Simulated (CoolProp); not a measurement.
The fluid at 440.46 K and 1.01 MPa flows at 1.9 m/s in a round tube of 25 mm bore and 0.25 µm roughness, fully developed (64/Re and Nu = 3.66 if laminar; Colebrook and Gnielinski if turbulent). The same conditions are run with several fluids, on thermodynamics alone (safety and materials aside).

The numbers come from the reference Helmholtz-energy equation of state of each fluid (R404A: Lemmon 2003; R142b: Lemmon 2006; CF4 (R14): Platzer 1990; dry air: Lemmon 2000; oxygen: Schmidt 1985) in CoolProp. The equations of Platzer and Polt are older, rougher fits. Blends and air are pseudo-pure fits.

| fluid | Reynolds number | Darcy friction factor | pressure drop (Pa/m) | heat-transfer coefficient (W/(m² K)) | mass flow (kg/h) |
|---|---|---|---|---|---|
| R404A | ___ | 0.0192 | 38.9 | 154 | 94.3 |
| R142b | 91600 | 0.0184 | 39.6 | ___ | ___ |
| CF4 (R14) | ___ | 0.0211 | ___ | 117 | 81.8 |
| dry air | 15200 | 0.0277 | 15.9 | 59.6 | 26.7 |
| oxygen | 15000 | 0.0278 | 17.7 | 61.2 | 29.6 |

Question: Some entries are withheld; supply them.

Answer: 
- R404A, Reynolds number: 74400
- R142b, heat-transfer coefficient (W/(m² K)): 159
- R142b, mass flow (kg/h): 100
- CF4 (R14), Reynolds number: 48200
- CF4 (R14), pressure drop (Pa/m): 37.1

Above 300 K oxygen's equation is extrapolated.

Transport values come from each fluid's own correlations; those of R142b, CF4 (R14) are estimates that may be off by 10 % or more.
